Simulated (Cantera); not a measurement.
**Ignition delay**

Mixture: 5.49 % CH₄, 3.24 % H₂, 12.8 % O₂, 78.4 % N₂, at 3.60 bar, adiabatic and at constant pressure. Ignition delay is the time to a rise of 400 K.

Detailed kinetics in Cantera: GRI-Mech 3.0 (53 species, 325 reactions).

```csv
T0 (K),delay (ms)
1050,6.24
1150,1.65
1250,0.700
1350,0.328
1450,0.162
1550,0.0846
1650,0.0471
```

apparent activation energy between 1450 and 1650 K: 120 kJ/mol
